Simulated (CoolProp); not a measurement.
Computed with CoolProp (reference Helmholtz-energy equation of state, Span 1996).

**Question.** Give the vapour pressure (MPa), vapour density (kg/m³), enthalpy of vaporisation (kJ/kg), liquid viscosity (µPa s) of saturated carbon dioxide at 247.5, 268.4 K.

**Answer.** 
| T (K) | p (MPa) | vapour density (kg/m³) | enthalpy of vaporisation (kJ/kg) | liquid viscosity (µPa s) |
|---|---|---|---|---|
| 247.5 | 1.65 | 42.9 | 295 | 153 |
| 268.4 | 3.07 | 84.0 | 245 | 109 |

Viscosity comes from a separate model (Laesecke 2017).
